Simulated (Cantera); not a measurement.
Feed: 1 mol SiC, 1.4 mol CO2, a varied amount of H2, equilibrated at 1223 K and 10000 Pa.

Cantera equilibrium calculation (NASA polynomials, part measured and part estimated; ideal gas, pure solids and liquids). Candidate condensed phases: C, C6H6, C7H8, C8H18, H2O, Si, SiC, SiO2; 123 gas species. Mutual solubility and eutectic melting of coexisting phases are not modelled. The tables hold silica as quartz up to 1696 K and as liquid above; real silica turns to tridymite and cristobalite and melts near 1996 K. The numbers say what is thermodynamically allowed, not how fast it happens.

x: gas mole fraction; n: condensed amount in mol.

| n(H2) (mol) | x H2 | x CO | x CH4 | x H2O | x CO2 | x H | x SiO | n C(graphite) | n SiO2(β-quartz) | n SiC(s) |
|---|---|---|---|---|---|---|---|---|---|---|
| 18 | 0.956 | 0.0425 | 0.00122 | 8.17e-5 | 2.49e-6 | 9.30e-7 | 1.02e-8 | 1.58 | 1.00 | 0 |
| 26 | 0.969 | 0.0298 | 0.00125 | 5.81e-5 | 1.22e-6 | 9.36e-7 | 1.46e-8 | 1.57 | 1.00 | 0 |
| 39 | 0.979 | 0.0201 | 0.00128 | 3.95e-5 | 5.55e-7 | 9.41e-7 | 2.16e-8 | 1.55 | 1.000 | 0 |
| 58 | 0.985 | 0.0136 | 0.00129 | 2.69e-5 | 2.54e-7 | 9.44e-7 | 3.20e-8 | 1.53 | 1.000 | 0 |
| 86 | 0.989 | 0.00921 | 0.00130 | 1.83e-5 | 1.17e-7 | 9.46e-7 | 4.72e-8 | 1.49 | 1.000 | 0 |
| 130 | 0.993 | ? | 0.00131 | ? | ? | 9.47e-7 | ? | 1.43 | 1.000 | 0 |
| 190 | 0.994 | 0.00419 | 0.00132 | 8.37e-6 | 2.42e-8 | 9.48e-7 | 1.04e-7 | 1.35 | 1.000 | 0 |
| 280 | 0.996 | 0.00285 | 0.00132 | 5.70e-6 | 1.12e-8 | 9.49e-7 | 1.53e-7 | 1.23 | 1.000 | 0 |
| 420 | 0.997 | 0.00190 | 0.00132 | 3.81e-6 | 4.97e-9 | 9.49e-7 | 2.29e-7 | 1.04 | 1.000 | 0 |
| 630 | 0.997 | ? | 0.00133 | ? | ? | 9.50e-7 | ? | ? | 1.000 | 0 |
| 940 | 0.998 | 0.000962 | 0.00133 | 1.93e-6 | 1.27e-9 | 9.50e-7 | 4.52e-7 | 0.196 | 0.947 | 0.0528 |

Problem. Complete the blanks.

Solution. 
- 630, x CO: 0.00127
- 630, x H2O: 2.54e-6
- 630, x CO2: 2.21e-9
- 630, x SiO: 3.43e-7
- 630, n C(graphite): 0.766
- 130, x CO: 0.00611
- 130, x H2O: 1.22e-5
- 130, x CO2: 5.14e-8
- 130, x SiO: 7.11e-8
